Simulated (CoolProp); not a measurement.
Saturation properties of C2F6 (R116).

The numbers come from the reference Helmholtz-energy equation of state, Lemmon 2006 in CoolProp. It is a short technical equation, of lower accuracy than the large ones.

```csv
T (K),p (MPa),enthalpy of vaporisation (kJ/kg),liquid cp (kJ/(kg K)),vapour Z,liquid conductivity (mW/(m K))
197.6,0.1159,115.9,0.9483,0.9504,75.1
200.5,0.1345,114.6,0.9558,0.9449,73.9
203.3,0.1546,113.3,0.9634,0.9392,72.8
206.2,0.1777,112.0,0.9715,0.9329,71.7
209,0.2025,110.6,0.9796,0.9265,70.6
211.9,0.2308,109.2,0.9883,0.9194,69.4
214.8,0.2621,107.8,0.9973,0.9119,68.3
217.6,0.2953,106.3,1.006,0.9042,67.2
220.5,0.3328,104.8,1.016,0.8958,66.0
223.4,0.3739,103.2,1.027,0.8870,64.9
226.2,0.4171,101.7,1.037,0.8780,63.8
```

It boils at 195.1 K under 1 atm.

Thermal conductivity comes from a separate model (Huber 2003), an estimate that may be off by 10 % or more.
